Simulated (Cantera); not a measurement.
A closed system holds: 1 mol AlCl₃, 15 mol N₂O, a varied amount of N₂, equilibrated at 2100 K and 2300 Pa.

Equilibrium computed with Cantera from the NASA thermochemical tables; the gas is ideal and each condensed phase is pure. Candidate condensed phases: Al, AlCl₃, AlN, Al₂O₃; 24 gas species. Rates play no part.

log p: log10 of the partial pressure in bar; n: condensed amount in mol.

```csv
n(N₂) (mol),log p N₂,log p O₂,log p Cl,log p NO,n Al₂O₃(s)
1.1,-1.85,-2.23,-2.58,-3.65,0.500
1.8,-1.84,-2.25,-2.59,-3.66,0.500
3.2,-1.83,-2.27,-2.61,-3.66,0.500
5.6,-1.81,-2.31,-2.65,-3.67,0.500
9.9,-1.79,-2.36,-2.70,-3.69,0.500
17,-1.76,-2.45,-2.78,-3.71,0.500
30,-1.73,-2.57,-2.90,-3.76,0.499
53,-1.70,(withheld),(withheld),(withheld),0.499
92,-1.68,-2.91,-3.23,-3.90,0.499
160,-1.66,-3.11,-3.43,-4.00,0.499
280,-1.65,-3.34,-3.65,-4.11,0.499
```

Problem. Some entries are withheld; supply them.

Solution. 
- 53, log p O₂: -2.72
- 53, log p Cl: -3.05
- 53, log p NO: -3.82
